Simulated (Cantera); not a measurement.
Charge: 1 mol CCl4, 0.082 mol F2, equilibrated at 1.33 mbar.

Cantera equilibrium calculation (NASA polynomials, part measured and part estimated; ideal gas, pure solids and liquids). Candidate condensed phases: C; 27 gas species. Equilibrium is a limit: real reactors are often held back by kinetics, nucleation or transport.

Q: At 2173 K, list the 6 most abundant gas species with their mole fractions, and the condensed phases.

A: Cl 0.962, F 0.0342, CF2 0.00244, Cl2 0.000670, CF 0.000347, ClF 4.19e-5. Condensed: C(graphite).
